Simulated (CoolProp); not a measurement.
Properties of n-perfluorohexane at several states.

Values from CoolProp's reference Helmholtz-energy equation of state, Gao 2022.

| T (°C) | p (bar) | phase | density (kg/m³) | cp (kJ/(kg K)) | cv (kJ/(kg K)) | isothermal compressibility (1/MPa) | expansivity (1/kK) | fugacity coefficient |
|---|---|---|---|---|---|---|---|---|
| 176.05 | 1.15 | gas | 10.66 | 1.011 | 0.9833 | 8.907 | 2.420 | 0.9772 |
| 75.45 | 104 | liquid | 1587 | 1.098 | … | … | 1.679 | … |
| -44.65 | 0.972 | liquid | 1871 | 0.9380 | 0.7440 | 0.001381 | … | … |
| 160.85 | 9.68 | gas | … | 1.103 | 0.9914 | … | 7.113 | 0.7853 |

Question: Some entries are withheld; supply them.

Answer: 
- 75.45, cv (kJ/(kg K)): 0.9171
- 75.45, isothermal compressibility (1/MPa): 0.003429
- 75.45, fugacity coefficient: 0.03422
- -44.65, expansivity (1/kK): 1.481
- -44.65, fugacity coefficient: 0.004160
- 160.85, density (kg/m³): 125.2
- 160.85, isothermal compressibility (1/MPa): 1.571
